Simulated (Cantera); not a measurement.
Feed: 1 mol CH₄, 0.05 mol O₂, 17 mol H₂, held at 1475 °C.

These are equilibrium values from Cantera (NASA tables, ideal gas, pure condensed phases), not measurements of a reactor. Candidate condensed phases: C, C₆H₆, C₇H₈, C₈H₁₈, H₂O; 110 gas species. The ideal-gas law is rough above about 30 bar. Kinetics and transport are ignored.

x: gas mole fraction; n: condensed amount in mol.

```
P (Pa)     x H₂    x CH₄       x H     x CO     x H₂O    x C₂H₄  x C₂H₂ (acetylene)  n C(graphite)
--------  -----  -------  --------  -------  --------  --------  ------------------  -------------
10        0.972  8.69e-8    0.0226  0.00518  1.87e-10  3.62e-10            0.000110          0.896
72        0.986      ___       ___  0.00521       ___       ___            0.000112          0.896
520       0.991  4.70e-6   0.00316  0.00523   1.00e-8   1.96e-8            0.000112          0.896
3700      0.993  3.36e-5   0.00119  0.00523   7.15e-8   1.40e-7            0.000112          0.895
27000     0.994      ___       ___  0.00524       ___       ___            0.000112          0.891
190000    0.993  0.00172  0.000165  0.00524   3.67e-6   7.17e-6            0.000112          0.863
1400000   0.982   0.0124   6.06e-5  0.00527   2.69e-5   5.17e-5            0.000111          0.660
10000000  0.945   0.0494   2.22e-5  0.00519  0.000303  0.000124             3.87e-5              0
```

### Question
Fill in the missing entries.

### Answer

- 27000, x CH₄: 0.000245
- 27000, x H: 0.000439
- 27000, x H₂O: 5.22e-7
- 27000, x C₂H₄: 1.02e-6
- 72, x CH₄: 6.44e-7
- 72, x H: 0.00847
- 72, x H₂O: 1.38e-9
- 72, x C₂H₄: 2.68e-9
